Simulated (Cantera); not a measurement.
Input: 1 mol MgO, 1.3 mol CH₄, 0.42 mol CO, held at 1775 °C and 2630 Torr.

These are equilibrium values from Cantera (NASA tables, ideal gas, pure condensed phases), not measurements of a reactor. Candidate condensed phases: C, C₆H₆, C₇H₈, C₈H₁₈, H₂O, Mg, MgCO₃, MgO, Mg(OH)₂; 116 gas species. The tables' values for MgH are old estimates; treat these amounts as uncertain. Kinetics and transport are ignored.

Base state: H₂ 0.661, CO 0.222, Mg 0.112, MgH 0.00273, H 0.000973, C₂H₂ (acetylene) 0.000693, CH₄ 0.000572, H₂O 5.00e-5 (mole fractions); condensed: C(graphite) + MgO(s).

What changes in the equilibrium state with this change: temperature from 1775 °C to 600 °C?


```tsv
species	before	after
H₂	0.661	0.467
CH₄	0.000572	0.342
H₂O	5.00e-5	0.151
CO	0.222	0.0217
Mg	0.112	<1e-9
CO₂	3.53e-6	0.0188
MgH	0.00273	<1e-9
H	0.000973	<1e-9
C(graphite), mol	0.843	0.956
MgO(s), mol	0.550	1.00
```
